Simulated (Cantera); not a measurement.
A perfectly stirred reactor is fed with CH₄ : H₂O = 1 : 0.45 (molar parts), at 1500000 Pa; it is held at 1475 K, and followed from long to short residence time.

Model: GRI-Mech 3.0 (53 species, 325 reactions), integrated in Cantera. GRI-Mech 3.0 stops at C3 and has no aromatics, soot or wall deposition, so with more carbon than oxygen in the feed, carbon stays in small species such as C2H2 where larger ones or solid carbon would form. The pressure lies above the range GRI-Mech 3.0 was tuned for (to about 10 atm).

One state of this run: x CH₄ = 0.454; x H₂O = 0.270; x CH₂ = 4.64e-10; x H₂ = 0.196; x O₂ = <1e-12; x H₂O₂ = <1e-12; x C₂H₂ = 0.0349. x: mole fraction; the columns are a selection and need not sum to one.

**Question.** Which value of τ (s) does it belong to?
A. 5.0
B. 1.6
C. 0.00050
D. 0.16

**Answer.** D, 0.16
